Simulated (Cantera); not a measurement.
Cantera with NASA thermochemical tables; ideal gases at 1 bar, condensed phases pure. Values are per mole of reaction as written; species without (g) are pure solids or liquids, kept so even where they would boil at 1 bar.

Question: Between 673 and 1123 K, where is each reaction favourable under standard conditions?
- 2 B₂O₂(g) + O₂(g) → 2 B₂O₃(g)
- 2 H₂O(g) + 6 F(g) + B₂O₂(g) → 2 H₂O₂(g) + 2 BF₃(g)

Answer: 
- 2 B₂O₂(g) + O₂(g) → 2 B₂O₃(g): ΔG° is -676 kJ at 673 K and -619 kJ at 1123 K; it stays negative (K > 1). ΔH° is -761 kJ and ΔS° -127 J/K at 1123 K.
- 2 H₂O(g) + 6 F(g) + B₂O₂(g) → 2 H₂O₂(g) + 2 BF₃(g): ΔG° is -1670 kJ at 673 K and -1381 kJ at 1123 K; it stays negative (K > 1). ΔH° is -2105 kJ and ΔS° -645 J/K at 1123 K.
